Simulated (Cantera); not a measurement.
Input: 1 mol trisilylamine, 0.36 mol NH3, 68 mol H2, 0.028 mol CO2, at 55.0 mbar.

Method: chemical equilibrium by Gibbs-energy minimisation in Cantera with the NASA 1993 tables (ideal gas, pure condensed phases). Candidate condensed phases: C, C6H6, C7H8, C8H18, H2O, Si, SiC, SiO2, Si2N2O, Si3N4; 151 gas species. The feed counts by its element totals alone. Mutual solubility and eutectic melting of coexisting phases are not modelled. Gases not in the tables: Si2H6 and higher silanes. Rates play no part.

x: gas mole fraction; n: condensed amount in mol.

```tsv
T (K)	x H2	x N2	x H	x Si	x SiO	n Si(s)	n SiC(s)	n Si2N2O(s)	n Si3N4(s)	n Si(l)
800	1.000	<1e-12	1.24e-11	<1e-12	<1e-12	1.92	0.0278	0.0560	0.312	0
1000	1.000	2.97e-10	9.68e-9	<1e-12	<1e-12	1.92	0.0279	0.0560	0.312	0
1200	1.000	5.18e-7	8.41e-7	2.52e-11	___	1.92	0.0279	0.0560	0.312	0
1400	1.000	0.000104	2.07e-5	1.50e-8	___	1.94	0.0279	0.0559	0.308	0
1600	0.994	0.00544	0.000231	1.77e-6	___	2.52	0.0274	0.0443	0.118	0
1800	0.988	0.00920	0.00152	5.77e-5	___	0	0.0215	0	0	2.92
2000	0.982	0.00913	0.00687	0.000792	___	0	0.00627	0	0	2.87
```

What belongs in the gaps?


- 1200, x SiO: 1.65e-9
- 1400, x SiO: 1.16e-6
- 1600, x SiO: 0.000153
- 1800, x SiO: 0.000687
- 2000, x SiO: 0.000571
